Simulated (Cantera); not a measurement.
Charge: 1 mol Si2Cl6, 0.71 mol Cl2, 530 mol H2, at 825 K and 113 Torr.

Equilibrium computed with Cantera from the NASA thermochemical tables; the gas is ideal and each condensed phase is pure. Candidate condensed phases: Si; 19 gas species. The feed counts by its element totals alone. The numbers say what is thermodynamically allowed, not how fast it happens.

Base state: H2 0.995, SiHCl3 0.00184, SiCl4 0.00173, HCl 0.00115, SiH2Cl2 0.000166 (mole fractions); condensed: Si(s).

Question: What changes in the equilibrium state with this change: Si2Cl6 replaced by Si2H6?

Answer: 
```tsv
species	before	after
H2	0.995	0.999
HCl	0.00115	0.000671
SiHCl3	0.00184	0.000362
SiCl4	0.00173	0.000197
SiH2Cl2	0.000166	5.62e-5
Si(s), mol	0.00675	1.67
```
